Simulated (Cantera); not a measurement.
Feed: 1 mol Zr, 13 mol N2O, 16 mol H2, at 1550 K and 1.40 bar.

Method: chemical equilibrium by Gibbs-energy minimisation in Cantera with the NASA 1993 tables (ideal gas, pure condensed phases). Candidate condensed phases: H2O, Zr, ZrN, ZrO2; 28 gas species. Rates play no part.

Base state: N2 0.448, H2O 0.379, H2 0.172, H 1.11e-5 (mole fractions); condensed: ZrO2(tetragonal).

### Question
What changes in the equilibrium state with this change: Zr replaced by V?

### Answer
```
species                 before    after
---------------------  -------  -------
N2                       0.448    0.448
H2O                      0.379    0.397
H2                       0.172    0.155
H                      1.11e-5  1.05e-5
ZrO2(tetragonal), mol     1.00        0
V2O3(s), mol                 0    0.500
```
Condensed phases not in the tables: the oxides between V2O3 and V2O5 other than VO2. Further candidate phases: V, VN, VO, V2O3, V2O4, V2O5.
